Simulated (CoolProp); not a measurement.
Vapour-liquid equilibrium of carbon dioxide (1) + neopentane (2) at -2.65 °C; x and y are mole fractions of (1).

Computed with CoolProp (multi-fluid Helmholtz-energy mixture model, Span 1996 and Lemmon 2006; pair parameters Bell 2016).

| x | bubble pressure, mixture model (MPa) | bubble pressure, Raoult's law (MPa) | y, mixture model | y, Raoult's law |
|---|---|---|---|---|
| 0.05 | 0.2700 | 0.2230 | 0.761 | 0.728 |
| 0.15 | 0.6962 | 0.5413 | 0.906 | 0.900 |
| 0.25 | 1.098 | 0.8596 | 0.940 | 0.944 |
| 0.35 | 1.443 | 1.178 | 0.954 | 0.965 |
| 0.45 | 1.725 | 1.496 | 0.962 | 0.977 |
| 0.55 | 1.961 | 1.815 | 0.968 | 0.984 |
| 0.65 | 2.178 | 2.133 | 0.972 | 0.990 |
| 0.75 | 2.409 | 2.451 | 0.978 | 0.993 |
| 0.85 | 2.686 | 2.769 | 0.985 | 0.997 |
| 0.95 | 3.037 | 3.088 | 0.994 | 0.999 |

The largest gap from Raoult's law is +28.6 % in bubble pressure, at x = 0.15. No azeotrope shows between x = 0.05 and 0.95.

Pair parameters are fitted to limited data, so mixtures are less certain than the pure fluids. The gap from Raoult's law changes sign with composition, which may be real or a fault of the pair parameters; it wasn't checked against measurements.
